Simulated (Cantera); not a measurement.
An isothermal, constant-pressure homogeneous reactor starts with CO : O2 : H2O : N2 = 0.002 : 0.0034 : 0.087 : 1 (molar parts), equivalence ratio 0.29, at 1125 K and 0.987 atm.

Model: GRI-Mech 3.0 (53 species, 325 reactions), integrated in Cantera.

x: mole fraction; the columns are a selection and need not sum to one.

```json
[
 {"t (s)": "0.000300", "x CO": "0.00183", "x O2": "0.00311", "x H2O": "0.0796", "x N2O": "<1e-12", "x NO": "<1e-12", "x H2O2": "<1e-12"},
 {"t (s)": "0.00118", "x CO": "0.00183", "x O2": "0.00311", "x H2O": "0.0796", "x N2O": "<1e-12", "x NO": "<1e-12", "x H2O2": "<1e-12"},
 {"t (s)": "0.00468", "x CO": "0.00183", "x O2": "0.00311", "x H2O": "0.0796", "x N2O": "<1e-12", "x NO": "<1e-12", "x H2O2": "1.20e-11"},
 {"t (s)": "0.0185", "x CO": "___", "x O2": "___", "x H2O": "0.0794", "x N2O": "___", "x NO": "5.62e-10", "x H2O2": "___"},
 {"t (s)": "0.0729", "x CO": "4.94e-5", "x O2": "0.00223", "x H2O": "0.0797", "x N2O": "4.79e-8", "x NO": "2.03e-9", "x H2O2": "4.65e-8"},
 {"t (s)": "0.288", "x CO": "2.44e-6", "x O2": "0.00220", "x H2O": "0.0797", "x N2O": "5.36e-8", "x NO": "2.06e-9", "x H2O2": "4.57e-9"},
 {"t (s)": "1.14", "x CO": "5.24e-8", "x O2": "0.00220", "x H2O": "0.0797", "x N2O": "5.21e-8", "x NO": "2.10e-9", "x H2O2": "6.05e-10"},
 {"t (s)": "4.49", "x CO": "3.74e-10", "x O2": "0.00220", "x H2O": "0.0797", "x N2O": "4.00e-8", "x NO": "2.12e-9", "x H2O2": "1.28e-10"},
 {"t (s)": "17.7", "x CO": "1.16e-10", "x O2": "0.00220", "x H2O": "0.0797", "x N2O": "1.36e-8", "x NO": "2.12e-9", "x H2O2": "5.35e-11"},
 {"t (s)": "70.0", "x CO": "1.04e-10", "x O2": "0.00220", "x H2O": "0.0797", "x N2O": "1.08e-9", "x NO": "2.12e-9", "x H2O2": "4.39e-11"}
]
```

Question: What belongs in the gaps?

Answer: 
- 0.0185, x CO: 0.00108
- 0.0185, x O2: 0.00283
- 0.0185, x N2O: 1.23e-8
- 0.0185, x H2O2: 3.24e-7
